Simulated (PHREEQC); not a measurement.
NaOH is added in steps, without added water, to 1 kg of water holding 0.21 mol H2SO4, 0.00016 mol Li2SO4 and 0.0048 mol MnSO4, at 25 °C. No oxygen is let in. No CO2 enters from the air. No solid was allowed to form.

Base run: PHREEQC, ion-association model, wateq4f.dat. Each further column changes one thing. The table gives Mn+2 (mol/kgw).

| NaOH added (mol) | base | MnSO4 from 0.0048 to 0.0072 mol/kgw | diluted 2-fold with water | H2SO4 from 0.21 to 0.231 mol/kgw | solids may form |
|---|---|---|---|---|---|
| 0 | 0.00352 | 0.00527 | 0.00171 | 0.00354 | 0.00352 |
| 0.05875 | 0.00335 | 0.00501 | ? | 0.00338 | 0.00335 |
| 0.1175 | 0.00315 | ? | 0.00138 | ? | 0.00315 |
| 0.1762 | 0.00293 | 0.00439 | 0.00122 | ? | 0.00293 |
| 0.235 | 0.00270 | 0.00405 | 7.29e-5 | 0.00278 | 0.00270 |
| 0.2938 | 0.00249 | 0.00374 | 2.77e-6 | 0.00258 | 0.00249 |
| 0.3525 | 0.00232 | 0.00348 | 5.72e-7 | 0.00240 | 0.00232 |
| 0.4113 | 0.00218 | 0.00326 | ? | ? | 0.00218 |
| 0.47 | 4.87e-5 | 0.000103 | ? | 0.000920 | 1.05e-9 |

Problem. Fill in the missing entries.

Solution. 
- 0.05875, diluted 2-fold with water: 0.00155
- 0.1175, MnSO4 from 0.0048 to 0.0072 mol/kgw: 0.00472
- 0.1175, H2SO4 from 0.21 to 0.231 mol/kgw: 0.00320
- 0.1762, H2SO4 from 0.21 to 0.231 mol/kgw: 0.00300
- 0.4113, diluted 2-fold with water: 2.11e-7
- 0.4113, H2SO4 from 0.21 to 0.231 mol/kgw: 0.00225
- 0.47, diluted 2-fold with water: 1.02e-7

In at least one series the solution becomes supersaturated in solids that the run did not let form, among them Pyrochroite.  Solids allowed in the column 'solids may form': Pyrochroite, Mirabilite.
